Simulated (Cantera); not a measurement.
## MgO + CO + H2 (carbothermic reduction)

Charge: 1 mol MgO, 3.3 mol CO, 0.76 mol H2, equilibrated at 0.560 bar.

Equilibrium computed with Cantera from the NASA thermochemical tables; the gas is ideal and each condensed phase is pure. Candidate condensed phases: C, C6H6, C7H8, C8H18, H2O, Mg, MgCO3, MgO, Mg(OH)2; 116 gas species. The tables' values for MgH are old estimates; treat these amounts as uncertain. Equilibrium is a limit: real reactors are often held back by kinetics, nucleation or transport.

```tsv
T (°C)	x CO	x H2	x Mg	x H2O	x CO2	x H	x MgOH	n C(graphite)	n MgO(s)
1250	0.813	0.187	4.85e-6	0.000124	0.000201	1.34e-5	2.12e-9	0.00110	1.000
1350	0.813	0.187	9.80e-5	6.45e-5	9.03e-5	3.99e-5	1.64e-8	0	1.000
1450	0.812	0.187	0.000330	0.000151	0.000187	0.000105	9.99e-8	0	0.999
1550	0.812	0.187	0.000810	0.000386	0.000429	0.000250	4.95e-7	0	0.997
1650	0.810	0.186	0.00179	0.000894	0.000908	0.000542	2.07e-6	0	0.993
1750	0.808	0.184	0.00365	0.00189	0.00178	0.00109	7.44e-6	0	0.985
1850	0.803	0.181	0.00694	0.00370	0.00327	0.00204	2.35e-5	0	0.971
1950	0.796	0.176	0.0124	0.00673	0.00568	0.00359	6.64e-5	0	0.949
2050	0.784	0.168	0.0208	0.0114	0.00939	0.00597	0.000169	0	0.912
2150	0.767	0.157	0.0331	0.0182	0.0149	0.00938	0.000392	0	0.857
2250	0.743	0.141	0.0503	0.0271	0.0228	0.0140	0.000831	0	0.778
2350	0.710	0.122	0.0727	0.0377	0.0337	0.0197	0.00162	0	0.667
```
x: gas mole fraction; n: condensed amount in mol.

At 1250 °C the condensed part is C(graphite) + MgO(s). From 1350 °C to 2350 °C the condensed part is MgO(s). The main Mg-bearing gas is Mg throughout.
